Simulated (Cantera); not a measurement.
# HgO + H2 (iron carbonyl, mercury and lead vapours)

Input: 1 mol HgO, 0.044 mol H2, at 0.0160 bar.

Cantera equilibrium calculation (NASA polynomials, part measured and part estimated; ideal gas, pure solids and liquids). Candidate condensed phases: H2O, Hg, HgO; 10 gas species. Rates play no part.

At 550 K the condensed part is HgO(s). From 625 K to 1450 K nothing is condensed. The main Hg-bearing gas is Hg throughout.

```json
[
 {"T (K)": "550", "x Hg": "0.517", "x H2O": "0.449", "x O2": "0.0337", "x OH": "<1e-12", "x O": "<1e-12", "n HgO(s)": "0.949"},
 {"T (K)": "625", "x Hg": "0.657", "x H2O": "0.0289", "x O2": "0.314", "x OH": "1.60e-12", "x O": "<1e-12", "n HgO(s)": "0"},
 {"T (K)": "700", "x Hg": "0.657", "x H2O": "0.0289", "x O2": "0.314", "x OH": "4.49e-11", "x O": "<1e-12", "n HgO(s)": "0"},
 {"T (K)": "775", "x Hg": "0.657", "x H2O": "0.0289", "x O2": "0.314", "x OH": "6.64e-10", "x O": "<1e-12", "n HgO(s)": "0"},
 {"T (K)": "850", "x Hg": "0.657", "x H2O": "0.0289", "x O2": "0.314", "x OH": "6.12e-9", "x O": "3.28e-12", "n HgO(s)": "0"},
 {"T (K)": "925", "x Hg": "0.657", "x H2O": "0.0289", "x O2": "0.314", "x OH": "3.94e-8", "x O": "5.93e-11", "n HgO(s)": "0"},
 {"T (K)": "1000", "x Hg": "0.657", "x H2O": "0.0289", "x O2": "0.314", "x OH": "1.92e-7", "x O": "6.97e-10", "n HgO(s)": "0"},
 {"T (K)": "1075", "x Hg": "0.657", "x H2O": "0.0289", "x O2": "0.314", "x OH": "7.52e-7", "x O": "5.81e-9", "n HgO(s)": "0"},
 {"T (K)": "1150", "x Hg": "0.657", "x H2O": "0.0289", "x O2": "0.314", "x OH": "2.46e-6", "x O": "3.68e-8", "n HgO(s)": "0"},
 {"T (K)": "1225", "x Hg": "0.657", "x H2O": "0.0289", "x O2": "0.314", "x OH": "6.98e-6", "x O": "1.86e-7", "n HgO(s)": "0"},
 {"T (K)": "1300", "x Hg": "0.657", "x H2O": "0.0289", "x O2": "0.314", "x OH": "1.75e-5", "x O": "7.84e-7", "n HgO(s)": "0"},
 {"T (K)": "1375", "x Hg": "0.657", "x H2O": "0.0289", "x O2": "0.314", "x OH": "3.99e-5", "x O": "2.82e-6", "n HgO(s)": "0"},
 {"T (K)": "1450", "x Hg": "0.657", "x H2O": "0.0289", "x O2": "0.314", "x OH": "8.33e-5", "x O": "8.90e-6", "n HgO(s)": "0"}
]
```
x: gas mole fraction; n: condensed amount in mol.
